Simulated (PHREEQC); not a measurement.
Na2CO3 is added in steps, without added water, to 1 kg of water holding 0.0034 mol/kgw HF and 0.0008 mol/kgw NH4F, at 25 °C. O2 is buffered at 0.21 atm. The system is closed to CO2. Only these solids could form: Nahcolite, Natron.

Base run: PHREEQC, ion-association model, wateq4f.dat. Each further column changes one thing. The table gives HF (mol/kgw).

| Na2CO3 added (mol) | base | NH4F from 0.0008 to 0.00088 mol/kgw | NH4F left out | HF from 0.0034 to 0.0017 mol/kgw | no solid may form |
|---|---|---|---|---|---|
| 0 | 0.00237 | ? | 0.00212 | ? | 0.00237 |
| 0.0009875 | 0.00113 | 0.00113 | 0.00107 | 4.20e-6 | 0.00113 |
| 0.002304 | 2.52e-6 | ? | ? | 2.08e-9 | 2.52e-6 |
| 0.003292 | 1.22e-7 | 1.26e-7 | ? | 5.76e-10 | 1.22e-7 |
| 0.004608 | 2.13e-9 | 2.29e-9 | 9.54e-10 | 2.84e-10 | 2.13e-9 |
| 0.005596 | 1.06e-9 | ? | 5.48e-10 | 2.10e-10 | 1.06e-9 |
| 0.006913 | 6.36e-10 | 6.70e-10 | 3.60e-10 | ? | 6.36e-10 |
| 0.0079 | 4.94e-10 | 5.19e-10 | 2.91e-10 | 1.35e-10 | 4.94e-10 |

**Question.** Complete the blanks.

**Answer.** 
- 0, NH4F from 0.0008 to 0.00088 mol/kgw: 0.00239
- 0, HF from 0.0034 to 0.0017 mol/kgw: 0.00111
- 0.002304, NH4F from 0.0008 to 0.00088 mol/kgw: 2.57e-6
- 0.002304, NH4F left out: 2.04e-6
- 0.003292, NH4F left out: 8.58e-8
- 0.005596, NH4F from 0.0008 to 0.00088 mol/kgw: 1.13e-9
- 0.006913, HF from 0.0034 to 0.0017 mol/kgw: 1.59e-10
